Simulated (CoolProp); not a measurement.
Values from CoolProp's reference Helmholtz-energy equation of state, Thol 2018.

Problem. Give the vapour pressure (MPa), liquid density (kg/m³), vapour density (kg/m³), enthalpy of vaporisation (kJ/kg) of saturated hydrogen chloride at -52.05, -23.05 °C.

Solution. 
```
T (°C)  p (MPa)  liquid density (kg/m³)  vapour density (kg/m³)  enthalpy of vaporisation (kJ/kg)
------  -------  ----------------------  ----------------------  --------------------------------
-52.05    0.486                    1100                    10.5                               404
-23.05     1.35                    1010                    28.2                               359
```
